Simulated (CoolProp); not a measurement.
Properties of hydrogen chloride along the isotherm -48.95 °C.

Computed with CoolProp (reference Helmholtz-energy equation of state, Thol 2018).

| p (MPa) | phase | density (kg/m³) | cp (kJ/(kg K)) | cv (kJ/(kg K)) | speed of sound (m/s) | fugacity coefficient |
|---|---|---|---|---|---|---|
| 0.277 | gas | 5.666 | 0.9032 | 0.6188 | 260.9 | 0.9580 |
| 0.831 | liquid | 1091 | 1.714 | 0.9718 | 916.4 | 0.6084 |
| 1.11 | liquid | 1091 | 1.712 | 0.9718 | 918.2 | 0.4578 |
| 1.39 | liquid | 1092 | 1.710 | 0.9718 | 920.0 | 0.3674 |
| 1.66 | liquid | 1092 | 1.709 | 0.9718 | 921.7 | 0.3091 |
| 1.94 | liquid | 1093 | 1.707 | 0.9718 | 923.5 | 0.2659 |
| 2.22 | liquid | 1093 | 1.706 | 0.9718 | 925.3 | 0.2335 |
| 2.49 | liquid | 1094 | 1.704 | 0.9718 | 927.0 | 0.2092 |
| 2.77 | liquid | 1095 | 1.703 | 0.9718 | 928.7 | 0.1890 |
| 3.05 | liquid | 1095 | 1.701 | 0.9718 | 930.5 | 0.1725 |
| 3.33 | liquid | 1096 | 1.700 | 0.9719 | 932.2 | 0.1588 |
| 3.6 | liquid | 1096 | 1.698 | 0.9719 | 933.8 | 0.1476 |
| 3.88 | liquid | 1097 | 1.697 | 0.9719 | 935.6 | 0.1376 |
| 4.16 | liquid | 1097 | 1.695 | 0.9719 | 937.3 | 0.1290 |
